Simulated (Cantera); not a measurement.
Charge: 1 mol borazine, 0.44 mol NH3, 6.4 mol N2, held at 1250 °C and 23.0 mbar.

These are equilibrium values from Cantera (NASA tables, ideal gas, pure condensed phases), not measurements of a reactor. Candidate condensed phases: B, BN; 15 gas species. The feed counts by its element totals alone. Kinetics and transport are ignored.

Base state: N2 0.644, H2 0.356, H 9.11e-5 (mole fractions); condensed: BN(s).

**Question.** What changes in the equilibrium state with this change: borazine replaced by B?

**Answer.** 
```json
[
 {"species": "N2", "before": "0.644", "after": "0.903"},
 {"species": "H2", "before": "0.356", "after": "0.0973"},
 {"species": "H", "before": "9.11e-5", "after": "4.76e-5"},
 {"species": "BN(s), mol", "before": "3.00", "after": "1.00"}
]
```
